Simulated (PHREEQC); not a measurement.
Consider water at 25 °C with 2.7 mol LiCl, 2.9 mol CaCl2 and 0.18 mol NaCl per kg of water. Closed to the air; pH follows from the charge balance.

Computed with PHREEQC (Pitzer model, pitzer.dat).

Question: The ionic strength comes out as 11.6 mol/kgw. What activity coefficients do Na+, Li+, Cl-, Ca+2 get?

Answer: Na+ 8.5, Li+ 31, Cl- 0.77, Ca+2 110. Single-ion values are on the MacInnes scale.

No solid was allowed to form.
